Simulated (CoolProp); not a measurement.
Vapour-liquid equilibrium of dimethyl ether (1) + n-butane (2) at 353.2 K; x and y are mole fractions of (1).

Values from CoolProp's multi-fluid Helmholtz-energy mixture model, Wu 2011 and Bücker 2006; pair parameters Bell 2016.

```tsv
x	bubble pressure, mixture model (MPa)	bubble pressure, Raoult's law (MPa)	y, mixture model	y, Raoult's law
0.05	?	1.074	?	0.104
0.15	1.272	1.196	0.277	0.280
0.25	1.425	1.317	0.405	0.423
0.35	1.566	1.439	0.508	0.543
0.45	1.694	1.561	0.596	0.643
0.55	1.812	1.683	0.674	0.729
0.65	?	1.805	0.746	0.804
0.75	?	1.927	?	0.869
0.85	2.113	2.049	0.887	0.926
0.95	2.195	2.171	?	0.977
```

Q: What belongs in the gaps?

A: 
- 0.05, bubble pressure, mixture model (MPa): 1.103
- 0.05, y, mixture model: 0.108
- 0.65, bubble pressure, mixture model (MPa): 1.921
- 0.75, bubble pressure, mixture model (MPa): 2.021
- 0.75, y, mixture model: 0.817
- 0.95, y, mixture model: 0.961

The largest gap from Raoult's law is +8.8 % in bubble pressure, at x = 0.35. No azeotrope shows between x = 0.05 and 0.95.

The pair parameters rest on a limited set of measurements; away from them the model extrapolates.
